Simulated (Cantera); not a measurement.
An isothermal, constant-pressure homogeneous reactor starts with 0.725 % H2, 99.3 % O2, equivalence ratio 0.0037, at 1350 K and 0.0263 atm.

Computed with Cantera and the H2/O2 subset of GRI-Mech 3.0, which has no nitrogen chemistry. Radical loss at walls, strong at low pressure, is not modelled.

x: mole fraction; the columns are a selection and need not sum to one.

```csv
t (s),x H2,x O2,x HO2,x H2O2,x H,x O,x OH
0.000200,0.00725,0.993,3.29e-8,1.17e-11,5.21e-9,4.67e-8,[?]
0.000462,0.00725,0.993,7.60e-8,5.79e-11,1.75e-8,2.23e-7,[?]
0.00107,0.00724,0.993,1.81e-7,2.65e-10,2.28e-7,3.27e-6,[?]
0.00247,0.00594,0.992,9.87e-7,1.15e-8,6.35e-5,0.000883,[?]
0.00570,2.90e-5,0.986,7.41e-7,1.83e-8,0.000170,0.00628,0.000894
0.0132,2.00e-5,0.986,6.95e-7,1.68e-8,0.000150,0.00595,0.000834
0.0304,1.76e-5,0.987,6.51e-7,1.62e-8,0.000123,0.00521,0.000783
0.0702,1.35e-5,0.988,5.64e-7,1.48e-8,8.14e-5,0.00395,[?]
0.162,8.06e-6,0.990,4.23e-7,1.22e-8,3.71e-5,0.00233,[?]
0.375,3.47e-6,0.992,2.56e-7,8.31e-9,1.03e-5,0.000989,[?]
0.866,1.10e-6,0.992,1.20e-7,4.29e-9,1.83e-6,0.000310,[?]
2.00,2.93e-7,0.993,4.71e-8,1.70e-9,2.52e-7,8.25e-5,[?]
```

Complete the blanks.


- 0.000200, x OH: 4.14e-8
- 0.000462, x OH: 1.86e-7
- 0.00107, x OH: 2.65e-6
- 0.00247, x OH: 0.000646
- 0.0702, x OH: 0.000685
- 0.162, x OH: 0.000531
- 0.375, x OH: 0.000349
- 0.866, x OH: 0.000197
- 2.00, x OH: 0.000102
